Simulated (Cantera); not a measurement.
A diamond (100) surface in a fixed gas of H2 with x(CH4) = 0.0099, x(H) = 0.00032, x(CH3) = 2.1e-05, 0.0790 bar; coverages are run to steady state.

Computed with Cantera and the Harris–Goodwin 1993 mechanism for the reconstructed diamond (100) surface.

θ: site fractions in the mechanism's names (c6HH fully hydrogenated, c6H* and c6*H radical sites, c6** diradical, c6HM methylated).

```
T (K)  growth (µm/h)  θ c6HH  θ c6H*  θ c6*H   θ c6**    θ c6HM
-----  -------------  ------  ------  ------  -------  --------
925              ___   0.636  0.0114   0.294  0.00451    0.0425
1000             ___   0.590  0.0173   0.354  0.00738    0.0230
1075             ___   0.552  0.0239   0.403   0.0104   0.00709
1150             ___   0.523  0.0304   0.431   0.0128   0.00139
1225             ___   0.508  0.0362   0.441   0.0140  0.000255
1300             ___   0.508  0.0409   0.437   0.0142   4.92e-5
1375             ___   0.521  0.0443   0.421   0.0136   1.03e-5
```

### Question
What belongs in the gaps?

### Answer

- 925, growth (µm/h): 0.517
- 1000, growth (µm/h): 0.567
- 1075, growth (µm/h): 0.337
- 1150, growth (µm/h): 0.146
- 1225, growth (µm/h): 0.0879
- 1300, growth (µm/h): 0.0655
- 1375, growth (µm/h): 0.0335
